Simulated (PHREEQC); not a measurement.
## Silver or lead bath: speciation

Consider water at 25 °C with 0.17 mmol/kgw PbCl2, 0.077 mmol/kgw KBr and 180 mmol/kgw Cu(NO3)2. Closed to the air; pH follows from the charge balance.

The numbers come from PHREEQC with the ion-association model, phreeqc.dat.

```yaml
pH: 4.11
ionic_strength: 0.540 mol/kgw
activity_of_water: 0.991
specific_conductance: 27900 µS/cm
density: 1.024 g/cm³
```

```
species     molality  activity   log γ
----------  --------  --------  ------
NO3-           0.360     0.218  -0.217
Cu+2           0.180    0.0439  -0.612
Cl-         0.000304  0.000196  -0.191
H+          0.000102   7.79e-5  -0.118
PbNO3+       9.54e-5   7.02e-5  -0.133
K+           7.70e-5   4.91e-5  -0.195
Br-          7.69e-5   4.66e-5  -0.217
Pb+2         7.43e-5   2.17e-5  -0.534
Cu2(OH)2+2   4.67e-5   1.36e-5  -0.534
CuCl+        3.59e-5   2.32e-5  -0.191
CuOH+        8.67e-6   5.59e-6  -0.191
PbCl+        2.31e-7   1.70e-7  -0.133
Cu(OH)2      1.31e-7   1.49e-7   0.054
```

No solid was allowed to form.
